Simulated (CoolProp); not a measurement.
A simple Rankine cycle with R11: condensing at 325.15 K, boiler at 3.89 MPa, turbine inlet 499 K, turbine efficiency 0.8, pump efficiency 0.7, no recuperator. Each further row changes one setting.

Values from CoolProp's reference Helmholtz-energy equation of state, Jacobsen 1992.

```tsv
case	thermal efficiency (%)	net work (kJ/kg)	heat in (kJ/kg)	turbine exit temperature (K)	volume ratio over the turbine
as stated	17.7	44.1	250	380.0	16.5
condensing temperature 317.15 K	18.7	48.1	257	372.9	20.7
boiler pressure 2.72 MPa	16.3	43.0	264	402.8	10.6
turbine efficiency 0.7	15.3	38.2	250	389.2	17.0
```
